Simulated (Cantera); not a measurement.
Charge: 1 mol trisilylamine, 9.4 mol N2, at 36.0 Pa.

These are equilibrium values from Cantera (NASA tables, ideal gas, pure condensed phases), not measurements of a reactor. Candidate condensed phases: Si, Si3N4; 18 gas species. The feed counts by its element totals alone. Gases not in the tables: Si2H6 and higher silanes. The numbers say what is thermodynamically allowed, not how fast it happens.

### Question
Which condensed phases are stable at each of these points (T (K)): 1198, 1298, 1398, 1498, 1598, 1698, 1798, 1898, 1998?

### Answer
```
T (K)  condensed phases  Si condensed (%)
-----  ----------------  ----------------
1198           Si3N4(s)             100.0
1298           Si3N4(s)             100.0
1398           Si3N4(s)             100.0
1498           Si3N4(s)             100.0
1598              Si(s)              99.9
1698              Si(l)              99.1
1798              Si(l)              95.6
1898              Si(l)              82.0
1998              Si(l)              30.8
```

From 1198 K to 1498 K the condensed part is Si3N4(s). At 1598 K the condensed part is Si(s). From 1698 K to 1998 K the condensed part is Si(l).
